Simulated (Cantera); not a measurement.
Input: 1 mol AlCl3, 0.83 mol H2O, 98 mol H2, at 13.3 mbar.

Equilibrium computed with Cantera from the NASA thermochemical tables; the gas is ideal and each condensed phase is pure. Candidate condensed phases: Al, AlCl3, Al2O3, H2O; 29 gas species. The tables' values for AlCl2 are old estimates; treat these amounts as uncertain. The numbers say what is thermodynamically allowed, not how fast it happens.

Question: At 1798 K, list the 4 most abundant gas species with their mole fractions, and the condensed phases.

Answer: H2 0.967, HCl 0.0250, AlCl 0.00440, H 0.00300. Condensed: Al2O3(s).
